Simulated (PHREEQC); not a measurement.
Make-up at 20 °C and 100 atm: 0.019 mol HCl, 0.0013 mol CdCl2 and 0.00048 mol MnSO4 per kg of water. Closed to the air; pH follows from the charge balance.

Equilibrium calculation in PHREEQC: ion-association model, phreeqc.dat.

Question: The ionic strength comes out as 0.0229 mol/kgw. What activity coefficients do H+, SO4-2, CdCl+, Mn+2, Cl- get?

Answer: H+ 0.89, SO4-2 0.57, CdCl+ 0.86, Mn+2 0.58, Cl- 0.86.

Precipitation was switched off in this run. Under pressure, the constants of complexes without a molar volume in the database are unreliable.
